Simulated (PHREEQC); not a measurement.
Consider water at 5 °C with 0.0042 mol/kgw NH4HSO4, 0.00053 mol/kgw KCl and 0.0021 mol/kgw MnSO4. Closed to the air; pH follows from the charge balance.

All values are PHREEQC results (ion-association model, phreeqc.dat), not measurements.

No solid was allowed to form.

**Question.** Order these S species by the share of S that they hold, largest first: MnSO4, NH4SO4-, HSO4-, KSO4-, SO4-2.

**Answer.** SO4-2 (80 %), HSO4- (11 %), MnSO4 (6.0 %), NH4SO4- (2.5 %), KSO4- (0.12 %)

**Question.** Order these Mn species by the share of Mn that they hold, largest first: MnSO4, Mn+2, MnCl+.

**Answer.** Mn+2 (82 %), MnSO4 (18 %), MnCl+ (0.11 %)

The pH is 2.50 and the ionic strength 0.0183 mol/kgw. Away from 25 °C the constants follow the database's enthalpies or fits; those with neither stay at their 25 °C values.
